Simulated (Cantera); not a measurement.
Feed: 1 mol SiH₂Cl₂, 0.89 mol NH₃, equilibrated at 1102 °C and 0.000650 bar.

Method: chemical equilibrium by Gibbs-energy minimisation in Cantera with the NASA 1993 tables (ideal gas, pure condensed phases). Candidate condensed phases: NH₄Cl, Si, Si₃N₄; 28 gas species. The tables' values for SiCl₃ are old estimates; treat these amounts as uncertain. The numbers say what is thermodynamically allowed, not how fast it happens.

Q: What is the equilibrium state?

A: 
- x(H₂): 0.540
- x(HCl): 0.287
- x(SiCl₂): 0.132
- x(N₂): 0.0302
- x(SiCl₃): 0.00793
- x(SiCl₄): 0.00219
- x(SiHCl₃): 0.000262
- x(H): 9.87e-5
- x(Cl): 4.36e-5
- n(Si₃N₄(s)): 0.171 mol
- gas amount: 3.417 mol
- log10 activity of Si(s) (absent): -0.52
